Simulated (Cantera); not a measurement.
Charge: 1 mol Si₂H₆, 18 mol NO, 4.5 mol N₂, equilibrated at 0.825 Torr.

Equilibrium computed with Cantera from the NASA thermochemical tables; the gas is ideal and each condensed phase is pure. Candidate condensed phases: H₂O, Si, SiO₂, Si₂N₂O, Si₃N₄; 35 gas species. The feed counts by its element totals alone. The tables hold silica as quartz up to 1696 K and as liquid above; real silica turns to tridymite and cristobalite and melts near 1996 K. Equilibrium is a limit: real reactors are often held back by kinetics, nucleation or transport.

Question: Which condensed phases are stable at each of these points (T (°C)): 1275, 1350, 1425, 1500, 1575, 1650, 1725, 1800, 1875?

Answer: 
| T (°C) | condensed phases | Si condensed (%) |
|---|---|---|
| 1275 | SiO₂(β-quartz) | 100.0 |
| 1350 | SiO₂(β-quartz) | 100.0 |
| 1425 | SiO₂(condensed) | 100.0 |
| 1500 | SiO₂(condensed) | 100.0 |
| 1575 | SiO₂(condensed) | 100.0 |
| 1650 | SiO₂(condensed) | 99.7 |
| 1725 | SiO₂(l) | 98.5 |
| 1800 | SiO₂(l) | 92.3 |
| 1875 | SiO₂(l) | 62.7 |

From 1275 °C to 1350 °C the condensed part is SiO₂(β-quartz). From 1425 °C to 1650 °C the condensed part is SiO₂(condensed). From 1725 °C to 1875 °C the condensed part is SiO₂(l).
